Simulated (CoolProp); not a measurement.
Values from CoolProp's reference Helmholtz-energy equation of state, Bücker 2006.

Q: Give the vapour pressure (kPa), vapour density (kg/m³), enthalpy of vaporisation (kJ/kg), surface tension (mN/m) of saturated n-butane at 58.45, 78.85, 91.65 °C.

A: 
| T (°C) | p (kPa) | vapour density (kg/m³) | enthalpy of vaporisation (kJ/kg) | surface tension (mN/m) |
|---|---|---|---|---|
| 58.45 | 614 | 15.1 | 323 | 8.24 |
| 78.85 | 987 | 24.5 | 295 | 6.12 |
| 91.65 | 1290 | 32.7 | 274 | 4.85 |

Surface tension comes from a separate correlation (Mulero 2012).
